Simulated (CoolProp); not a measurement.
Vapour-liquid equilibrium of n-pentane (1) + cyclohexane (2) at 0.242 MPa; x and y are mole fractions of (1).

Values from CoolProp's multi-fluid Helmholtz-energy mixture model, Thol 2019 and Zhou 2014; pair parameters Bell 2016.

```csv
x,bubble temperature (°C),y at the bubble point,dew temperature at overall composition x (°C),liquid density (mol/L)
0.05,108.0,0.148,111.2,8.173
0.2,96.4,(withheld),106.2,8.209
0.35,(withheld),0.644,100.7,8.211
0.5,80.7,0.769,(withheld),8.191
0.65,74.9,0.859,(withheld),8.157
0.8,(withheld),0.928,78.8,8.111
0.95,65.6,(withheld),(withheld),8.057
```

Task: Fill in the missing entries.

Result: 
- 0.2, y at the bubble point: 0.456
- 0.35, bubble temperature (°C): 87.6
- 0.5, dew temperature at overall composition x (°C): 94.5
- 0.65, dew temperature at overall composition x (°C): 87.3
- 0.8, bubble temperature (°C): 70.0
- 0.95, y at the bubble point: 0.984
- 0.95, dew temperature at overall composition x (°C): 68.3

No azeotrope shows between x = 0.05 and 0.95.

The pair parameters rest on a limited set of measurements; away from them the model extrapolates.
